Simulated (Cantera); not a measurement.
What does this Cantera script print?

```python
import numpy as np
import cantera as ct

gas_names = """
    CL CL2 H HCL H2 Si SiCL SiCL2 SiCL3 SiCL4 SiH SiHCL3 SiH2 SiH2CL2 SiH3 SiH3CL SiH4 Si2 Si3
""".split()
cond_names = """
    Si(cr) Si(L)
""".split()


# ... load() reads the species with a 1 bar reference pressure and builds the phases ...
atoms = {
    'Si': {'Si': 1},
    'HCl': {'H': 1, 'CL': 1},
    'H2': {'H': 2},
}
top_T = {}  # K; cautious upper limits of use, not melting points


# ... equilibrate(T, P, feed) seeds the gas with the atoms and calls Mixture.equilibrate('TP', solver="vcs", rtol=1e-11, max_steps=5000) ...
results = []
feed = {'Si': 1, 'HCl': 1.6, 'H2': 18}  # mol
T = 648.15  # K
P = 15000  # Pa
mix = equilibrate(T, P, feed)
results.append((T, P, feed, dict(zip(mix.species_names, mix.species_moles))))
x = sorted(zip(gas.X, gas.species_names), reverse=True)
print(f"T = {T:g} K  P = {P:g} Pa  gas = {mix.phase_moles(0):.4g} mol")
print("   x: " + "  ".join(f"{s} {v:.3e}" for v, s in x if v > 1e-06))
print("   condensed (mol): " + ("  ".join(f"{mix.phase(i).name} {mix.phase_moles(i):.4g}"
      for i in range(1, mix.n_phases) if mix.phase_moles(i) > 1e-12) or "none"))
```

Result:

```
T = 648.15 K  P = 15000 Pa  gas = 19.15 mol
   x: H2 9.765e-01  SiCL4 1.364e-02  SiHCL3 9.372e-03  SiH2CL2 3.717e-04  HCL 1.113e-04  SiH3CL 3.022e-06
   condensed (mol): Si(cr) 0.5521
```

These are equilibrium values from Cantera (NASA tables, ideal gas, pure condensed phases), not measurements of a reactor.
